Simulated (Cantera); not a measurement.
Mixture: CH₄ : C₂H₆ : C₃H₈ : O₂ : N₂ = 1 : 0.044 : 0.34 : 2.16 : 8.11 (molar parts), equivalence ratio 1.8, at 25.7 atm, adiabatic and at constant pressure. Ignition delay is the time to a rise of 400 K.

Detailed kinetics in Cantera: GRI-Mech 3.0 (53 species, 325 reactions). GRI-Mech 3.0 was tuned for natural gas; its chemistry of propane as a main component is partial and can be far from experiment. The pressure lies above the range GRI-Mech 3.0 was tuned for (to about 10 atm).

Problem. Predict: delay at 1150 K; delay at 1300 K; delay at 1450 K; delay at 1600 K; apparent activation energy between 1525 and 1675 K.

Solution. 
```
Property                                                 Value
--------------------------------------------------  ----------
delay at 1150 K                                        1.50 ms
delay at 1300 K                                       0.197 ms
delay at 1450 K                                        30.4 µs
delay at 1600 K                                        6.99 µs
apparent activation energy between 1525 and 1675 K  180 kJ/mol
```
